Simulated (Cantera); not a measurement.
A perfectly stirred reactor is fed with NO : N2 = 1 : 7.9 (molar parts), at 100000 Pa; it is held at 1648 K, and followed from long to short residence time.

Detailed kinetics in Cantera: GRI-Mech 3.0 (53 species, 325 reactions).

**Question.** What does this change do: NO 1 to 7.9 parts?

**Answer.** 
```
quantity                before     after
---------------------  -------  --------
x(NO) at τ = 3.70 s      0.108     0.427
x(O) at τ = 3.70 s     1.47e-6   5.14e-6
x(NO2) at τ = 3.70 s   4.68e-5  0.000649
x(N2) at τ = 3.70 s      0.890     0.537
x(O2) at τ = 3.70 s    0.00232    0.0361
x(NO) at τ = 0.120 s     0.112     0.497
x(O) at τ = 0.120 s    7.63e-7   1.92e-6
x(NO2) at τ = 0.120 s  2.46e-5  0.000264
x(N2) at τ = 0.120 s     0.888     0.502
x(O2) at τ = 0.120 s   6.59e-5   0.00139
```
